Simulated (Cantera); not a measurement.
What does this Cantera script print?

```python
import numpy as np
import cantera as ct

gas_names = """
    N NO NO2 NO3 N2 N2O O O2 O3 S SN SO SO2 SO3 S2 S2O S8
""".split()
cond_names = """
    S(cr1) S(cr2) S(L)
""".split()


# ... load() reads the species with a 1 bar reference pressure and builds the phases ...
atoms = {
    'SO2': {'S': 1, 'O': 2},
    'O2': {'O': 2},
    'N2': {'N': 2},
}
top_T = {}  # K; cautious upper limits of use, not melting points


# ... equilibrate(T, P, feed) seeds the gas with the atoms and calls Mixture.equilibrate('TP', solver="vcs", rtol=1e-11, max_steps=5000) ...
results = []
T = 1823  # K
P = 650  # Pa
for m in [0.065, 0.13, 0.26, 0.53, 1.1, 2.1, 4.3]:
    feed = {'SO2': 1, 'O2': m, 'N2': 48}  # mol
    mix = equilibrate(T, P, feed)
    results.append((T, P, feed, dict(zip(mix.species_names, mix.species_moles))))

top = {s: max(r[3][s] / sum(r[3][g] for g in gas_names) for r in results) for s in gas_names}
cols = sorted((s for s in top if top[s] > 0.001), key=lambda s: -top[s])[:6]
seen = [c for c in cond_names if any(r[3].get(c, 0) > 1e-12 for r in results)]
print("log10 of partial pressures in bar; condensed amounts in mol")
print(f"{'n(O2)':>10s}" + "".join(f"{s[:9]:>10s}" for s in cols + seen))
for T, P, feed, n in results:
    ng = sum(n[g] for g in gas_names)
    print(f"{feed['O2']:10.4g}" + "".join(f"{np.log10(max(n[s] / ng * P / 1e5, 1e-99)):10.3f}" for s in cols)
          + "".join(f"{n.get(c, 0):10.4g}" for c in seen))
```

Result:

```
log10 of partial pressures in bar; condensed amounts in mol
     n(O2)        N2        O2       SO2        NO
     0.065    -2.197    -5.109    -3.882    -5.610
      0.13    -2.197    -4.807    -3.881    -5.459
      0.26    -2.199    -4.499    -3.882    -5.306
      0.53    -2.201    -4.183    -3.883    -5.149
       1.1    -2.206    -3.864    -3.888    -4.992
       2.1    -2.215    -3.587    -3.896    -4.858
       4.3    -2.233    -3.290    -3.915    -4.719
```

Cantera equilibrium calculation (NASA polynomials, part measured and part estimated; ideal gas, pure solids and liquids).
